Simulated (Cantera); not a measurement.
A closed system holds: 1 mol AlN, 0.28 mol H2O, 1.3 mol H2, at 1.33 mbar.

These are equilibrium values from Cantera (NASA tables, ideal gas, pure condensed phases), not measurements of a reactor. Candidate condensed phases: Al, AlN, Al2O3, H2O; 35 gas species. Mutual solubility and eutectic melting of coexisting phases are not modelled. Rates play no part. All values below are at 1600 K.

Base state: H2 0.943, N2 0.0558, H 0.00145, Al 0.000130, Al2O 1.81e-5 (mole fractions); condensed: AlN(s) + Al2O3(s).

What changes in the equilibrium state with this change: pressure from 1.33 mbar to 4.40 mbar?


| species | before | after |
|---|---|---|
| H2 | 0.943 | 0.943 |
| N2 | 0.0558 | 0.0558 |
| H | 0.00145 | 0.000796 |
| Al | 0.000130 | 2.18e-5 |
| Al2O | 1.81e-5 | 2.48e-6 |
| AlN(s), mol | 0.813 | 0.813 |
| Al2O3(s), mol | 0.0933 | 0.0933 |
